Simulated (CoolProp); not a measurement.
Vapour-liquid equilibrium of n-pentane (1) + cyclohexane (2) at 0.906 bar; x and y are mole fractions of (1).

The numbers come from the multi-fluid Helmholtz-energy mixture model, Thol 2019 and Zhou 2014; pair parameters Bell 2016 in CoolProp.

Give the bubble temperature and the first vapour's composition at x = 0.05, 0.45, 0.55. Is there an azeotrope?

x = 0.05: 345.3 K, y = 0.180; x = 0.45: 321.7 K, y = 0.776; x = 0.55: 318.1 K, y = 0.837. No azeotrope shows between x = 0.05 and 0.95.

Pair parameters are fitted to limited data, so mixtures are less certain than the pure fluids.
